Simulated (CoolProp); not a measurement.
Computed with CoolProp (reference Helmholtz-energy equation of state, de Reuck 1990).

### Question
Give the vapour pressure (bar), vapour density (kg/m³), enthalpy of vaporisation (kJ/kg) of saturated fluorine at -194.45, -174.45 °C.

### Answer
```json
[
 {"T (°C)": "-194.45", "p (bar)": "0.460", "vapour density (kg/m³)": "2.72", "enthalpy of vaporisation (kJ/kg)": "180"},
 {"T (°C)": "-174.45", "p (bar)": "3.84", "vapour density (kg/m³)": "19.4", "enthalpy of vaporisation (kJ/kg)": "160"}
]
```
